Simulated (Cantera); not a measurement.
An isothermal, constant-pressure homogeneous reactor starts with C2H6 : N2 = 1 : 92 (molar parts), at 1700 K and 0.0130 bar. Integrator tolerance rtol = 1e-08.

Model: GRI-Mech 3.0 (53 species, 325 reactions), integrated in Cantera. GRI-Mech 3.0 stops at C3 and has no aromatics, soot or wall deposition, so with more carbon than oxygen in the feed, carbon stays in small species such as C2H2 where larger ones or solid carbon would form. Radical loss at walls, strong at low pressure, is not modelled.

**Question.** What does this change do: temperature 1700 to 1973 K?

**Answer.** 
```tsv
quantity	before	after
x(C2H6) at 4.00 s	1.24e-9 (gas-phase equilibrium <1e-12)	<1e-12 (gas-phase equilibrium <1e-12)
x(CH4) at 4.00 s	9.56e-5 (gas-phase equilibrium 1.67e-7)	6.16e-8 (gas-phase equilibrium 1.95e-8)
x(C2H2) at 4.00 s	0.0104 (gas-phase equilibrium 0.00111)	0.0104 (gas-phase equilibrium 0.000848)
x(H) at 4.00 s	0.000135 (gas-phase equilibrium 0.000188)	0.00113 (gas-phase equilibrium 0.00169)
x(HCN) at 4.00 s	6.33e-5 (gas-phase equilibrium 0.0188)	0.000302 (gas-phase equilibrium 0.0193)
x(CH2) at 4.00 s	8.18e-8 (gas-phase equilibrium 2.82e-10)	4.78e-9 (gas-phase equilibrium 3.45e-9)
```

**Question.** What does this change do: temperature 1700 to 1800 K?

**Answer.** 
```csv
quantity,before,after
x(C2H6) at 4.00 s,1.24e-9 (gas-phase equilibrium <1e-12),1.60e-11 (gas-phase equilibrium <1e-12)
x(CH4) at 4.00 s,9.56e-5 (gas-phase equilibrium 1.67e-7),9.62e-6 (gas-phase equilibrium 7.12e-8)
x(C2H2) at 4.00 s,0.0104 (gas-phase equilibrium 0.00111),0.0104 (gas-phase equilibrium 0.000998)
x(H) at 4.00 s,0.000135 (gas-phase equilibrium 0.000188),0.000313 (gas-phase equilibrium 0.000456)
x(HCN) at 4.00 s,6.33e-5 (gas-phase equilibrium 0.0188),0.000144 (gas-phase equilibrium 0.0190)
x(CH2) at 4.00 s,8.18e-8 (gas-phase equilibrium 2.82e-10),4.86e-8 (gas-phase equilibrium 7.76e-10)
```

**Question.** What does this change do: N2 92 to 11 parts?

**Answer.** 
| quantity | before | after |
|---|---|---|
| x(C2H6) at 4.00 s | 1.24e-9 (gas-phase equilibrium <1e-12) | 1.53e-8 (gas-phase equilibrium 1.09e-11) |
| x(CH4) at 4.00 s | 9.56e-5 (gas-phase equilibrium 1.67e-7) | 0.000761 (gas-phase equilibrium 1.51e-5) |
| x(C2H2) at 4.00 s | 0.0104 (gas-phase equilibrium 0.00111) | 0.0710 (gas-phase equilibrium 0.0290) |
| x(H) at 4.00 s | 0.000135 (gas-phase equilibrium 0.000188) | 0.000444 (gas-phase equilibrium 0.000491) |
| x(HCN) at 4.00 s | 6.33e-5 (gas-phase equilibrium 0.0188) | 1.85e-5 (gas-phase equilibrium 0.0848) |
| x(CH2) at 4.00 s | 8.18e-8 (gas-phase equilibrium 2.82e-10) | 1.54e-7 (gas-phase equilibrium 3.76e-9) |
